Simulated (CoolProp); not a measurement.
Model: reference Helmholtz-energy equation of state, Thol 2022, in CoolProp.

Task: For vinyl chloride, give the phase and the speed of sound (m/s), Joule-Thomson coefficient (K/MPa), isothermal compressibility (1/MPa) at 242.4 K and 183 bar; 332.9 K and 183 bar.

Result: 
- 242.4 K and 183 bar: liquid; speed of sound 1220, Joule-Thomson coefficient -0.421, isothermal compressibility 0.00105
- 332.9 K and 183 bar: liquid; speed of sound 851, Joule-Thomson coefficient -0.281, isothermal compressibility 0.00247
